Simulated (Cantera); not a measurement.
What does this Cantera script print?

```python
import numpy as np
import cantera as ct

gas = ct.Solution("SiF4_NH3_mec.yaml", "gas")
gas.TPX = 2250, 25000, {'NH3': 1, 'N2': 0.18}
inlet = ct.Reservoir(gas, clone=True)

reactor = ct.IdealGasConstPressureReactor(gas, energy="off", clone=False)
exhaust = ct.Reservoir(gas, clone=True)
tau = [15, 2.9, 0.54, 0.1, 0.019, 0.0036, 0.00068][0]
for a, b in ((inlet, reactor), (reactor, exhaust)):
    ct.MassFlowController(a, b, mdot=lambda t: reactor.mass / tau)
net = ct.ReactorNet([reactor])
show = ['NH3', 'N2H4', 'H2', 'N', 'H']

rows = []
print(f"{'tau/s':>10s}{'T/K':>9s}" + "".join(f"{s:>11s}" for s in show))
for tau in [15, 2.9, 0.54, 0.1, 0.019, 0.0036, 0.00068]:
    net.initial_time = 0.0
    net.advance(30 * tau)
    before = gas.X
    net.advance(40 * tau)
    drift = np.max(np.abs(gas.X - before) / (gas.X + 1e-9))
    rows.append([gas.T, *gas[show].X, drift])
    print(f"{tau:10.3e}{gas.T:9.1f}" + "".join(f"{x:11.3e}" for x in gas[show].X))
```

Result:

```
     tau/s      T/K        NH3       N2H4         H2          N          H
 1.500e+01   2250.0  2.659e-04  3.981e-12  6.779e-01  5.298e-06  1.177e-02
 2.900e+00   2250.0  8.913e-04  2.936e-11  6.792e-01  9.394e-06  9.555e-03
 5.400e-01   2250.0  9.946e-03  5.920e-10  6.766e-01  6.668e-06  3.822e-03
 1.000e-01   2250.0  6.765e-02  6.869e-09  6.312e-01  5.385e-06  1.785e-03
 1.900e-02   2250.0  2.705e-01  4.474e-08  4.667e-01  4.753e-06  8.450e-04
 3.600e-03   2250.0  6.040e-01  1.461e-07  1.956e-01  3.197e-06  2.913e-04
 6.800e-04   2250.0  7.887e-01  2.487e-07  4.526e-02  1.016e-06  7.294e-05
```

Computed with Cantera and the gas-phase N/H chemistry of the illustrative SiF4/NH3 mechanism in the Surface Chemkin manual (1991). Walls and surfaces, which speed up NH3 decomposition in real reactors, are not modelled.
